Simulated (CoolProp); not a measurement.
Vapour-liquid equilibrium of acetone (1) + dimethyl carbonate (2) at 125.75 °C; x and y are mole fractions of (1).

Model: multi-fluid Helmholtz-energy mixture model, Lemmon 2006 and Zhou 2011; pair parameters Bell 2016, in CoolProp.

```csv
x,"bubble pressure, mixture model (kPa)","bubble pressure, Raoult's law (kPa)","y, mixture model","y, Raoult's law"
0.05,302.9,300.6,0.116,0.115
0.15,345.5,341.5,(withheld),0.302
0.25,(withheld),382.3,0.432,0.450
0.35,(withheld),423.1,0.544,0.570
0.45,(withheld),464.0,0.639,0.668
0.55,(withheld),504.8,(withheld),0.750
0.65,541.7,545.7,(withheld),0.820
0.75,582.2,586.5,0.862,0.881
0.85,623.9,627.3,(withheld),0.933
0.95,666.8,668.2,0.975,0.979
```

Q: Complete the blanks.

A: 
- 0.15, y, mixture model: 0.295
- 0.25, bubble pressure, mixture model (kPa): 385.8
- 0.35, bubble pressure, mixture model (kPa): 424.7
- 0.45, bubble pressure, mixture model (kPa): 463.3
- 0.55, bubble pressure, mixture model (kPa): 502.1
- 0.55, y, mixture model: 0.722
- 0.65, y, mixture model: 0.796
- 0.85, y, mixture model: 0.922

The largest gap from Raoult's law is +1.2 % in bubble pressure, at x = 0.15. No azeotrope shows between x = 0.05 and 0.95.

The pair parameters rest on a limited set of measurements; away from them the model extrapolates. The gap from Raoult's law changes sign with composition, which may be real or a fault of the pair parameters; it wasn't checked against measurements.
